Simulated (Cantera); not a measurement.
**Moist CO burnout**

A perfectly stirred reactor is fed with CO : O₂ : H₂O : N₂ = 0.0049 : 0.017 : 0.002 : 1 (molar parts), at 1.01 bar; it is held at 1348 K, and followed from long to short residence time.

Model: GRI-Mech 3.0 (53 species, 325 reactions), integrated in Cantera.

```csv
τ (s),x CO,x O₂,x H₂O,x CO₂,x HO₂
1.8,5.81e-5,0.0143,0.00195,0.00474,2.26e-7
0.82,9.91e-5,0.0143,0.00195,0.00470,3.42e-7
0.38,0.000166,0.0143,0.00194,0.00463,4.98e-7
0.18,0.000273,0.0144,0.00194,0.00452,6.90e-7
0.082,0.000454,0.0144,0.00193,0.00434,9.33e-7
0.038,0.000734,0.0145,0.00192,0.00406,1.20e-6
0.018,0.00114,0.0147,0.00190,0.00365,1.47e-6
0.0081,0.00177,0.0150,0.00188,0.00303,1.73e-6
0.0038,0.00253,0.0153,0.00187,0.00226,1.91e-6
0.0017,0.00345,0.0158,0.00187,0.00134,1.97e-6
0.00081,0.00420,0.0162,0.00189,0.000587,1.78e-6
```
x: mole fraction; the columns are a selection and need not sum to one.
